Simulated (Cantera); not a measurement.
Mixture: 5.61 % C2H4, 17.0 % O2, 63.9 % N2, 13.5 % H2O, equivalence ratio 0.99, at 3750 Torr, adiabatic and at constant pressure. Ignition delay is the time to a rise of 400 K.

Model: GRI-Mech 3.0 (53 species, 325 reactions), integrated in Cantera. GRI-Mech 3.0 was tuned for natural gas; its chemistry of ethylene as a main component is partial and can be far from experiment.

Q: Predict: delay at 1175 K; delay at 1325 K; delay at 1475 K; delay at 1625 K; delay at 1775 K; apparent activation energy between 1625 and 1775 K.

A: 
- delay at 1175 K: 1.21 ms
- delay at 1325 K: 59.5 µs
- delay at 1475 K: 10.1 µs
- delay at 1625 K: 4.66 µs
- delay at 1775 K: 2.80 µs
- apparent activation energy between 1625 and 1775 K: 82 kJ/mol
